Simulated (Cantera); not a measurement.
A freely propagating, adiabatic, planar premixed flame of CH4 : CO : O2 : N2 = 1 : 0.79 : 2.75 : 10.4 (molar parts), equivalence ratio 0.87, unburnt at 375 K and 0.908 atm; multicomponent+Soret transport, grid criteria slope 0.08 and curve 0.16, no radiation.

Cantera simulation using GRI-Mech 3.0 (53 species, 325 reactions); the numbers are that mechanism's predictions, not measurements. Burning velocities carry a grid error of a few per cent, more on coarse grids.

x: mole fraction of selected species; z is measured from the peak of heat release.

```csv
z (mm),T (K),u (m/s),x CH4,x CO,x O2,x HO2,x C2H4,x CH3
-1.35,375,0.567,0.0669,0.0529,0.184,1.33e-8,<1e-8,<1e-8
-0.902,376,0.568,0.0668,0.0529,0.184,2.21e-7,<1e-8,<1e-8
-0.677,378,0.572,0.0665,0.0528,0.184,1.41e-6,(withheld),1.23e-8
-0.451,408,0.618,0.0642,0.0530,0.183,1.78e-5,(withheld),2.76e-7
-0.226,736,1.12,0.0486,0.0562,0.161,0.000164,(withheld),7.27e-5
-0.113,1143,1.75,0.0287,0.0619,0.126,0.000156,(withheld),0.000638
0,1545,2.37,0.00693,0.0654,0.0815,0.000119,(withheld),0.000864
0.113,1714,2.62,0.000430,0.0540,0.0557,2.38e-5,(withheld),8.31e-5
0.226,1778,2.70,1.39e-5,0.0410,0.0464,1.23e-5,(withheld),3.09e-6
0.451,1858,2.80,2.17e-8,0.0284,0.0401,8.82e-6,<1e-8,<1e-8
0.902,1950,2.92,<1e-8,0.0214,0.0361,5.99e-6,<1e-8,<1e-8
1.80,2038,3.04,<1e-8,0.0163,0.0328,3.68e-6,<1e-8,<1e-8
3.61,2110,3.13,<1e-8,0.0112,0.0299,2.25e-6,<1e-8,<1e-8
```

### Question
Some entries are withheld; supply them.

### Answer

- -0.677, x C2H4: 8.35e-8
- -0.451, x C2H4: 1.68e-6
- -0.226, x C2H4: 4.06e-5
- -0.113, x C2H4: 0.000105
- 0, x C2H4: 7.47e-5
- 0.113, x C2H4: 2.78e-6
- 0.226, x C2H4: 2.68e-8
